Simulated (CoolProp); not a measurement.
Vapour-liquid equilibrium of acetone (1) + n-hexane (2) at 1.38 bar; x and y are mole fractions of (1).

The numbers come from the multi-fluid Helmholtz-energy mixture model, Lemmon 2006 and Thol 2019; pair parameters Bell 2016 in CoolProp.

Question: Give the bubble temperature and the first vapour's composition at x = 0.2, 0.5, 0.65. Is there an azeotrope?

Answer: x = 0.2: 63.4 °C, y = 0.461; x = 0.5: 59.5 °C, y = 0.597; x = 0.65: 59.2 °C, y = 0.642. y crosses x between x = 0.5 and 0.65: the model has an azeotrope there.

The pair parameters rest on a limited set of measurements; away from them the model extrapolates.
